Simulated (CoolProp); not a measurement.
Aqueous magnesium chloride as a coolant, at 6 °C, 1 atm.

Computed with CoolProp (Melinder's fits for secondary coolants).

```
mass %  freezing point (°C)  cp (kJ/(kg K))  density (kg/m³)  Prandtl number  viscosity (mPa s)
------  -------------------  --------------  ---------------  --------------  -----------------
2.7                    -1.6           4.023             1023            12.0               1.69
5.1                    -3.1           3.873             1044            12.4               1.80
7.4                    -5.1           3.735             1064            13.2               1.97
9.8                    -8.0           3.596             1086            14.6               2.25
12.2                  -11.7           3.461             1107            16.5               2.60
14.5                  -15.8           3.338             1128            18.2               2.94
16.9                  -20.8           3.217             1150            19.7               3.26
19.3                  -26.7           3.103             1173            22.2               3.77
21.6                  -34.0           3.000             1197            30.1               5.20
```
